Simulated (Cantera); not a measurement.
A Cantera script and what it prints.

```python
import numpy as np
import cantera as ct

gas_names = """
    B BN BO BO2 B2 B2O B2O2 B2O3 N NO NO2 NO3 N2 N2O O O2 O3
""".split()
cond_names = """
    B(b) B(L) BN(s) B2O3(L)
""".split()


# ... load() reads the species with a 1 bar reference pressure and builds the phases ...
atoms = {
    'B': {'B': 1},
    'O2': {'O': 2},
    'N2': {'N': 2},
}
top_T = {'BN(s)': 3200}  # K; cautious upper limits of use, not melting points


# ... equilibrate(T, P, feed) seeds the gas with the atoms and calls Mixture.equilibrate('TP', solver="vcs", rtol=1e-11, max_steps=5000) ...
results = []
feed = {'B': 1, 'O2': 1.1, 'N2': 43}  # mol
for P in [10, 28, 77, 220, 600, 1700, 4600, 13000, 36000, 100000]:
    for T in [1123, 1173, 1223, 1273, 1323, 1373, 1423, 1473, 1523, 1573, 1623, 1673, 1723, 1773]:
        mix = equilibrate(T, P, feed)
        results.append((T, P, feed, dict(zip(mix.species_names, mix.species_moles))))

for T, P, feed, n in results:
    print(f"{T:7g} {P:10.4g}  " + (" + ".join(c for c in cond_names if n.get(c, 0) > 1e-12) or "gas only"))
```

Result:

```
   1123         10  B2O3(L)
   1173         10  B2O3(L)
   1223         10  B2O3(L)
   1273         10  B2O3(L)
   1323         10  B2O3(L)
   1373         10  gas only
   1423         10  gas only
   1473         10  gas only
   1523         10  gas only
   1573         10  gas only
   1623         10  gas only
   1673         10  gas only
   1723         10  gas only
   1773         10  gas only
   1123         28  B2O3(L)
   1173         28  B2O3(L)
   1223         28  B2O3(L)
   1273         28  B2O3(L)
   1323         28  B2O3(L)
   1373         28  B2O3(L)
   1423         28  gas only
   1473         28  gas only
   1523         28  gas only
   1573         28  gas only
   1623         28  gas only
   1673         28  gas only
   1723         28  gas only
   1773         28  gas only
   1123         77  B2O3(L)
   1173         77  B2O3(L)
   1223         77  B2O3(L)
   1273         77  B2O3(L)
   1323         77  B2O3(L)
   1373         77  B2O3(L)
   1423         77  B2O3(L)
   1473         77  gas only
   1523         77  gas only
   1573         77  gas only
   1623         77  gas only
   1673         77  gas only
   1723         77  gas only
   1773         77  gas only
   1123        220  B2O3(L)
   1173        220  B2O3(L)
   1223        220  B2O3(L)
   1273        220  B2O3(L)
   1323        220  B2O3(L)
   1373        220  B2O3(L)
   1423        220  B2O3(L)
   1473        220  B2O3(L)
   1523        220  gas only
   1573        220  gas only
   1623        220  gas only
   1673        220  gas only
   1723        220  gas only
   1773        220  gas only
   1123        600  B2O3(L)
   1173        600  B2O3(L)
   1223        600  B2O3(L)
   1273        600  B2O3(L)
   1323        600  B2O3(L)
   1373        600  B2O3(L)
   1423        600  B2O3(L)
   1473        600  B2O3(L)
   1523        600  B2O3(L)
   1573        600  gas only
   1623        600  gas only
   1673        600  gas only
   1723        600  gas only
   1773        600  gas only
   1123       1700  B2O3(L)
   1173       1700  B2O3(L)
   1223       1700  B2O3(L)
   1273       1700  B2O3(L)
   1323       1700  B2O3(L)
   1373       1700  B2O3(L)
   1423       1700  B2O3(L)
   1473       1700  B2O3(L)
   1523       1700  B2O3(L)
   1573       1700  B2O3(L)
   1623       1700  gas only
   1673       1700  gas only
   1723       1700  gas only
   1773       1700  gas only
   1123       4600  B2O3(L)
   1173       4600  B2O3(L)
   1223       4600  B2O3(L)
   1273       4600  B2O3(L)
   1323       4600  B2O3(L)
   1373       4600  B2O3(L)
   1423       4600  B2O3(L)
   1473       4600  B2O3(L)
   1523       4600  B2O3(L)
   1573       4600  B2O3(L)
   1623       4600  B2O3(L)
   1673       4600  B2O3(L)
   1723       4600  gas only
   1773       4600  gas only
   1123    1.3e+04  B2O3(L)
   1173    1.3e+04  B2O3(L)
   1223    1.3e+04  B2O3(L)
   1273    1.3e+04  B2O3(L)
   1323    1.3e+04  B2O3(L)
   1373    1.3e+04  B2O3(L)
   1423    1.3e+04  B2O3(L)
   1473    1.3e+04  B2O3(L)
   1523    1.3e+04  B2O3(L)
   1573    1.3e+04  B2O3(L)
   1623    1.3e+04  B2O3(L)
   1673    1.3e+04  B2O3(L)
   1723    1.3e+04  B2O3(L)
   1773    1.3e+04  gas only
   1123    3.6e+04  B2O3(L)
   1173    3.6e+04  B2O3(L)
   1223    3.6e+04  B2O3(L)
   1273    3.6e+04  B2O3(L)
   1323    3.6e+04  B2O3(L)
   1373    3.6e+04  B2O3(L)
   1423    3.6e+04  B2O3(L)
   1473    3.6e+04  B2O3(L)
   1523    3.6e+04  B2O3(L)
   1573    3.6e+04  B2O3(L)
   1623    3.6e+04  B2O3(L)
   1673    3.6e+04  B2O3(L)
   1723    3.6e+04  B2O3(L)
   1773    3.6e+04  B2O3(L)
   1123      1e+05  B2O3(L)
   1173      1e+05  B2O3(L)
   1223      1e+05  B2O3(L)
   1273      1e+05  B2O3(L)
   1323      1e+05  B2O3(L)
   1373      1e+05  B2O3(L)
   1423      1e+05  B2O3(L)
   1473      1e+05  B2O3(L)
   1523      1e+05  B2O3(L)
   1573      1e+05  B2O3(L)
   1623      1e+05  B2O3(L)
   1673      1e+05  B2O3(L)
   1723      1e+05  B2O3(L)
   1773      1e+05  B2O3(L)
```

Method: chemical equilibrium by Gibbs-energy minimisation in Cantera with the NASA 1993 tables (ideal gas, pure condensed phases).
